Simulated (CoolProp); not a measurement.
Vapour-liquid equilibrium of R125 (1) + R245fa (2) at 0.536 MPa; x and y are mole fractions of (1).

Model: multi-fluid Helmholtz-energy mixture model, Lemmon 2005 and Akasaka 2015; pair parameters Bell 2016, in CoolProp.

```
x     bubble temperature (°C)  y at the bubble point  dew temperature at overall composition x (°C)  liquid density (mol/L)
----  -----------------------  ---------------------  ---------------------------------------------  ----------------------
0.05                     56.8                  0.227                                           63.5                   9.317
0.2                      36.8                  0.625                                           57.9                   9.846
0.35                     23.1                  0.800                                           51.5                   10.24
0.5                      13.3                  0.888                                           44.1                   10.56
0.65                      5.9                  0.939                                           35.1                   10.82
0.8                      -0.1                  0.971                                           23.1                   11.04
0.95                     -5.3                  0.994                                            3.9                   11.21
```

No azeotrope shows between x = 0.05 and 0.95.

Pair parameters are fitted to limited data, so mixtures are less certain than the pure fluids.
